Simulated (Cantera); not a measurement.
A closed system holds: 1 mol AlN, 0.049 mol Br₂, 0.066 mol O₂, equilibrated at 973.15 K and 17000 Pa.

Method: chemical equilibrium by Gibbs-energy minimisation in Cantera with the NASA 1993 tables (ideal gas, pure condensed phases). Candidate condensed phases: Al, AlBr₃, AlN, Al₂O₃, Br₂; 21 gas species. The numbers say what is thermodynamically allowed, not how fast it happens.

Base state: N₂ 0.650, AlBr₃ 0.349, Al₂Br₆ 0.00117 (mole fractions); condensed: AlN(s) + Al₂O₃(s).

**Question.** What changes in the equilibrium state with this change: temperature from 973.15 K to 1500 K?

**Answer.** 
```
species         before     after
-------------  -------  --------
N₂               0.650     0.648
AlBr₃            0.349     0.350
Br             2.21e-6   0.00125
Al₂Br₆         0.00117   1.46e-5
AlBr             <1e-9  0.000568
AlN(s), mol      0.879     0.879
Al₂O₃(s), mol   0.0440    0.0440
```
Mutual solubility and eutectic melting of coexisting phases are not modelled.
